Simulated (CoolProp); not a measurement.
A single-stage vapour-compression cycle with R11: evaporating at 284.15 K (dew point), condensing at 313.15 K (bubble point), superheat 0 K, subcooling 8 K, compressor efficiency 0.7, no pressure losses. Each further row changes one setting.

Computed with CoolProp (reference Helmholtz-energy equation of state, Jacobsen 1992).

```csv
case,cooling COP,pressure ratio,discharge temperature (K),refrigerating effect (kJ/kg),volumetric capacity (kJ/m³)
as stated,6.58,2.76,330.0,167,631
evaporating temperature 289.15 K,8.20,[?],326.6,170,[?]
condensing temperature 308.15 K,[?],2.36,[?],172,648
subcooling 13 K,6.75,2.76,330.0,172,648
superheat 10 K,6.56,2.76,[?],[?],[?]
compressor efficiency 0.6,5.64,2.76,[?],167,631
```

Task: Some entries are withheld; supply them.

Result: 
- evaporating temperature 289.15 K, pressure ratio: 2.28
- evaporating temperature 289.15 K, volumetric capacity (kJ/m³): 766
- condensing temperature 308.15 K, cooling COP: 8.07
- condensing temperature 308.15 K, discharge temperature (K): 322.6
- superheat 10 K, discharge temperature (K): 341.0
- superheat 10 K, refrigerating effect (kJ/kg): 173
- superheat 10 K, volumetric capacity (kJ/m³): 629
- compressor efficiency 0.6, discharge temperature (K): 336.8
